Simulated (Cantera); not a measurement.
## Dilute partial oxidation

An isothermal, constant-pressure homogeneous reactor starts with CH3OH : O2 : N2 = 0.015 : 0.018 : 1.5 (molar parts), equivalence ratio 1.2, at 1550 K and 1.60 bar.

Model: GRI-Mech 3.0 (53 species, 325 reactions), integrated in Cantera. GRI-Mech 3.0 was tuned for natural gas; its chemistry of methanol as a main component is partial and can be far from experiment.

```tsv
t (s)	x CH3OH	x O2	x C2H6	x HO2	x CH2O	x CO2	x C2H
0.000300	5.92e-5	0.00762	1.52e-8	1.58e-5	0.000159	0.000258	2.31e-11
0.000808	<1e-12	0.000976	<1e-12	4.00e-7	7.88e-11	0.00558	<1e-12
0.00217	<1e-12	0.000185	<1e-12	8.01e-8	3.11e-11	0.00651	<1e-12
0.00585	<1e-12	2.08e-5	<1e-12	9.35e-9	1.46e-11	0.00665	<1e-12
0.0158	<1e-12	2.08e-6	<1e-12	9.13e-10	8.77e-12	0.00665	<1e-12
0.0424	<1e-12	2.24e-7	<1e-12	8.56e-11	6.85e-12	0.00664	<1e-12
0.114	<1e-12	2.55e-8	<1e-12	6.99e-12	6.21e-12	0.00664	<1e-12
0.307	<1e-12	3.24e-9	<1e-12	<1e-12	5.99e-12	0.00664	<1e-12
0.828	<1e-12	6.42e-10	<1e-12	<1e-12	5.92e-12	0.00664	<1e-12
2.23	<1e-12	3.65e-10	<1e-12	<1e-12	5.90e-12	0.00664	<1e-12
6.00	<1e-12	3.33e-10	<1e-12	<1e-12	5.89e-12	0.00664	<1e-12
```
x: mole fraction; the columns are a selection and need not sum to one.

Equilibrium at this temperature and pressure: CH3OH <1e-12, O2 3.02e-10, C2H6 <1e-12, HO2 <1e-12, CH2O 5.88e-12, CO2 0.00664, C2H <1e-12 (gas phase only).
